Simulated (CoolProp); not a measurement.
Vapour-liquid equilibrium of methanol (1) + water (2) at 99.45 °C; x and y are mole fractions of (1).

Model: multi-fluid Helmholtz-energy mixture model, de Reuck 1993 and Wagner 2002; pair parameters Bell 2016, in CoolProp.

```tsv
x	bubble pressure, mixture model (MPa)	bubble pressure, Raoult's law (MPa)	y, mixture model	y, Raoult's law
0.05	0.1194	0.1119	0.199	0.155
0.15	0.1538	0.1367	0.432	0.382
0.25	0.1836	0.1615	0.570	0.538
0.35	0.2098	0.1863	0.663	0.653
0.45	0.2335	0.2111	0.733	0.741
0.55	0.2554	0.2360	0.791	0.810
0.65	0.2763	0.2608	0.841	0.867
0.75	0.2966	0.2856	0.887	0.913
0.85	0.3168	0.3104	0.932	0.952
0.95	0.3373	0.3352	0.977	0.985
```

The largest gap from Raoult's law is +13.7 % in bubble pressure, at x = 0.25. No azeotrope shows between x = 0.05 and 0.95.

Pair parameters are fitted to limited data, so mixtures are less certain than the pure fluids.
